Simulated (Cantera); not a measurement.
Gas mixture: CH₄ : CO = 0.35 : 0.78 (molar parts), at 10.0 bar, frozen composition.

Cantera's kinetic-theory transport with the Lennard-Jones parameters of GRI-Mech 3.0, ideal gas; thermal conductivity in the mixture-averaged form. The composition is frozen, though it would react at the higher temperatures.

D: mixture-averaged diffusion coefficient of that species in the mixture.

```tsv
T (K)	ρ (kg/m³)	cp (J/kg/K)	μ (µPa s)	λ (mW/m/K)	Pr	D (cm²/s) NO	D (cm²/s) NH₃	D (cm²/s) C₂H₂
400	7.31	1351	19.9	___	0.731	0.0350	0.0386	0.0288
650	4.50	1584	27.9	___	0.741	0.0802	0.0940	0.0675
900	3.25	1804	34.7	___	0.756	0.139	0.167	0.118
1150	2.54	1978	40.8	___	0.768	0.209	0.255	0.178
1400	2.09	2109	46.4	___	0.776	0.289	0.356	0.247
1650	1.77	2209	51.6	___	0.780	0.380	0.470	0.325
```

Fill in the missing entries.


- 400, λ (mW/m/K): 36.7
- 650, λ (mW/m/K): 59.8
- 900, λ (mW/m/K): 82.9
- 1150, λ (mW/m/K): 105
- 1400, λ (mW/m/K): 126
- 1650, λ (mW/m/K): 146
